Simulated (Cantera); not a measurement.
Charge: 1 mol Pb, 2.2 mol O2, 0.27 mol N2, held at 1000 Pa.

These are equilibrium values from Cantera (NASA tables, ideal gas, pure condensed phases), not measurements of a reactor. Candidate condensed phases: Pb, PbO, PbO2, Pb3O4; 12 gas species. Gases not in the tables: (PbO)n polymers. Kinetics and transport are ignored.

log p: log10 of the partial pressure in bar; n: condensed amount in mol.

| T (K) | log p O2 | log p N2 | log p PbO | log p NO | n Pb3O4(s) | n PbO(red) | n PbO(yellow) | n PbO(l) |
|---|---|---|---|---|---|---|---|---|
| 525 | -2.07 | -2.82 | <-14 | -10.88 | 0.333 | 0 | 0 | 0 |
| 625 | -2.06 | -2.86 | <-14 | -9.44 | 0 | 1.00 | 0 | 0 |
| 725 | -2.06 | -2.86 | ? | ? | 0 | 1.00 | 0 | 0 |
| 825 | -2.06 | -2.86 | -9.60 | -7.59 | 0 | 0 | 1.00 | 0 |
| 925 | -2.06 | -2.86 | ? | ? | 0 | 0 | 1.000 | 0 |
| 1025 | -2.06 | -2.86 | -6.16 | -6.46 | 0 | 0 | 1.000 | 0 |
| 1125 | -2.06 | -2.86 | -4.92 | -6.05 | 0 | 0 | 0.998 | 0 |
| 1225 | -2.07 | -2.87 | -3.95 | -5.71 | 0 | 0 | 0 | 0.977 |

**Question.** Some entries are withheld; supply them.

**Answer.** 
- 925, log p PbO: -7.69
- 925, log p NO: -6.96
- 725, log p PbO: -12.05
- 725, log p NO: -8.39
